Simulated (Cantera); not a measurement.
Charge: 1 mol AlN, 0.78 mol N2, at 1677 °C and 9.80e-5 bar.

These are equilibrium values from Cantera (NASA tables, ideal gas, pure condensed phases), not measurements of a reactor. Candidate condensed phases: Al, AlN; 5 gas species. Equilibrium is a limit: real reactors are often held back by kinetics, nucleation or transport.

Base state: N2 0.561, Al 0.439 (mole fractions); condensed: gas only.

Problem. What changes in the equilibrium state with this change: AlN replaced by BN?

Solution. 
```
species     before     after
----------  ------  --------
N2           0.561     1.000
B                0  0.000433
Al           0.439         0
BN(s), mol       0     1.000
```
Further candidate phases: B, BN.
